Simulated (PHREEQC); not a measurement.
A made-up water analysis in mg/L, 20 °C, pH 6.23, pe 11.2:

```json
[
 {"constituent": "Na", "mg/L": "0.3"},
 {"constituent": "K", "mg/L": "0.158"},
 {"constituent": "Ca", "mg/L": "1.19"},
 {"constituent": "Mg", "mg/L": "0.082"},
 {"constituent": "Cl", "mg/L": "1.38"},
 {"constituent": "S(6) as SO4", "mg/L": "0.512"},
 {"constituent": "Alkalinity as HCO3", "mg/L": "1.92"},
 {"constituent": "Ba", "mg/L": "0.00936"}
]
```

Cl is adjusted to close the charge balance.
Valence states are taken as typed.

Computed with PHREEQC (ion-association model, phreeqc.dat).

The ionic strength is 0.000122 mol/kgw.

| species | molality | activity | log γ |
|---|---|---|---|
| CO2 | 4.49e-5 | 4.49e-5 | 0.000 |
| Cl- | 4.12e-5 | 4.07e-5 | -0.006 |
| HCO3- | 3.20e-5 | 3.16e-5 | -0.005 |
| Ca+2 | 2.97e-5 | 2.82e-5 | -0.022 |
| Na+ | 1.31e-5 | 1.29e-5 | -0.006 |
| SO4-2 | 5.30e-6 | 5.04e-6 | -0.022 |
| K+ | 4.04e-6 | 3.99e-6 | -0.006 |
| Mg+2 | 3.37e-6 | 3.20e-6 | -0.022 |
| H+ | 5.96e-7 | 5.89e-7 | -0.005 |
| Ba+2 | 6.80e-8 | 6.46e-8 | -0.022 |
| CaSO4 | 2.43e-8 | 2.43e-8 | 0.000 |
| OH- | 1.18e-8 | 1.16e-8 | -0.006 |
| CaHCO3+ | 1.06e-8 | 1.04e-8 | -0.005 |

No solid was allowed to form.
